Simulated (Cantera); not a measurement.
Thermodynamics of silicon oxide and oxynitride deposition, feed HMDSO + N2O

Input: 1 mol HMDSO, 0.52 mol N2O, held at 870 Pa.

Method: chemical equilibrium by Gibbs-energy minimisation in Cantera with the NASA 1993 tables (ideal gas, pure condensed phases). Candidate condensed phases: C, C6H6, C7H8, C8H18, H2O, Si, SiC, SiO2, Si2N2O, Si3N4; 151 gas species. The feed counts by its element totals alone. Mutual solubility and eutectic melting of coexisting phases are not modelled. The tables hold silica as quartz up to 1696 K and as liquid above; real silica turns to tridymite and cristobalite and melts near 1996 K. Gases not in the tables: Si2H6 and higher silanes. Kinetics and transport are ignored.

```json
[
 {"T (K)": "1198", "log p H2": "-2.06", "log p CO": "-4.29", "log p N2": "-7.18", "log p H": "-7.75", "n C(graphite)": "5.46", "n SiC(s)": "0.487", "n SiO2(β-quartz)": "0.473", "n Si2N2O(s)": "0.520"},
 {"T (K)": "1298", "log p H2": "-2.09", "log p CO": "-3.27", "log p N2": "-5.92", "log p H": "-7.01", "n C(graphite)": "4.65", "n SiC(s)": "0.756", "n SiO2(β-quartz)": "0.206", "n Si2N2O(s)": "0.519"},
 {"T (K)": "1398", "log p H2": "-2.11", "log p CO": "-3.04", "log p N2": "-4.21", "log p H": "-6.38", "n C(graphite)": "3.83", "n SiC(s)": "1.10", "n SiO2(β-quartz)": "0", "n Si2N2O(s)": "0.449"},
 {"T (K)": "1498", "log p H2": "-2.15", "log p CO": "-2.92", "log p N2": "-3.39", "log p H": "-5.84", "n C(graphite)": "2.48", "n SiC(s)": "2.00", "n SiO2(β-quartz)": "0", "n Si2N2O(s)": "0"},
 {"T (K)": "1598", "log p H2": "-2.15", "log p CO": "-2.92", "log p N2": "-3.39", "log p H": "-5.35", "n C(graphite)": "2.48", "n SiC(s)": "2.00", "n SiO2(β-quartz)": "0", "n Si2N2O(s)": "0"},
 {"T (K)": "1698", "log p H2": "-2.15", "log p CO": "-2.92", "log p N2": "-3.39", "log p H": "-4.91", "n C(graphite)": "2.48", "n SiC(s)": "1.99", "n SiO2(β-quartz)": "0", "n Si2N2O(s)": "0"},
 {"T (K)": "1798", "log p H2": "-2.15", "log p CO": "-2.92", "log p N2": "-3.39", "log p H": "-4.53", "n C(graphite)": "2.48", "n SiC(s)": "1.99", "n SiO2(β-quartz)": "0", "n Si2N2O(s)": "0"},
 {"T (K)": "1898", "log p H2": "-2.15", "log p CO": "-2.93", "log p N2": "-3.40", "log p H": "-4.18", "n C(graphite)": "2.47", "n SiC(s)": "1.99", "n SiO2(β-quartz)": "0", "n Si2N2O(s)": "0"},
 {"T (K)": "1998", "log p H2": "-2.16", "log p CO": "-2.93", "log p N2": "-3.40", "log p H": "-3.87", "n C(graphite)": "2.46", "n SiC(s)": "1.98", "n SiO2(β-quartz)": "0", "n Si2N2O(s)": "0"},
 {"T (K)": "2098", "log p H2": "-2.17", "log p CO": "-2.93", "log p N2": "-3.41", "log p H": "-3.59", "n C(graphite)": "2.46", "n SiC(s)": "1.97", "n SiO2(β-quartz)": "0", "n Si2N2O(s)": "0"}
]
```
log p: log10 of the partial pressure in bar; n: condensed amount in mol.

From 1198 K to 1298 K the condensed part is C(graphite) + SiC(s) + SiO2(β-quartz) + Si2N2O(s). At 1398 K the condensed part is C(graphite) + SiC(s) + Si2N2O(s). From 1498 K to 2098 K the condensed part is C(graphite) + SiC(s). The main Si-bearing gas is SiO throughout.
